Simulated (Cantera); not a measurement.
An adiabatic, constant-volume homogeneous reactor starts with 1.43 % CO, 0.356 % H2, 1.43 % CH4, 9.14 % O2, 87.7 % N2, equivalence ratio 0.41, at 1650 K and 2.50 bar.

Model: GRI-Mech 3.0 (53 species, 325 reactions), integrated in Cantera.

x: mole fraction; the columns are a selection and need not sum to one.

| t (s) | T (K) | P (bar) | x CO | x H2 | x CH4 | x OH | x CO2 | x H2O2 |
|---|---|---|---|---|---|---|---|---|
| 4.00e-6 | 1650 | 2.50 | 0.0143 | 0.00356 | 0.0143 | ___ | 1.85e-7 | 1.54e-9 |
| 1.46e-5 | 1650 | 2.50 | 0.0143 | 0.00356 | 0.0142 | ___ | 1.16e-6 | 5.71e-9 |
| 5.31e-5 | 1650 | 2.50 | 0.0142 | 0.00353 | 0.0140 | ___ | 1.58e-5 | 2.47e-8 |
| 0.000193 | 2108 | 3.18 | 0.00445 | 0.000810 | <1e-12 | ___ | 0.0241 | 1.28e-7 |
| 0.000705 | 2200 | 3.31 | 0.000538 | 0.000106 | <1e-12 | ___ | 0.0282 | 4.72e-8 |
| 0.00257 | 2203 | 3.31 | 0.000414 | 8.71e-5 | <1e-12 | 0.00150 | 0.0283 | 4.56e-8 |
| 0.00935 | 2202 | 3.31 | 0.000413 | 8.68e-5 | <1e-12 | 0.00149 | 0.0283 | 4.54e-8 |
| 0.0341 | 2199 | 3.31 | 0.000407 | 8.58e-5 | <1e-12 | 0.00147 | 0.0283 | 4.49e-8 |
| 0.124 | 2193 | 3.29 | 0.000393 | 8.33e-5 | <1e-12 | 0.00143 | 0.0283 | 4.35e-8 |
| 0.452 | 2186 | 3.28 | 0.000380 | 8.09e-5 | <1e-12 | 0.00138 | 0.0284 | 4.22e-8 |
| 1.65 | 2185 | 3.28 | 0.000379 | 8.07e-5 | <1e-12 | 0.00138 | 0.0284 | 4.21e-8 |
| 6.00 | 2185 | 3.28 | 0.000379 | 8.07e-5 | <1e-12 | 0.00138 | 0.0284 | 4.21e-8 |

**Question.** Fill in the missing entries.

**Answer.** 
- 4.00e-6, x OH: 2.17e-7
- 1.46e-5, x OH: 5.78e-7
- 5.31e-5, x OH: 5.83e-6
- 0.000193, x OH: 0.00412
- 0.000705, x OH: 0.00164
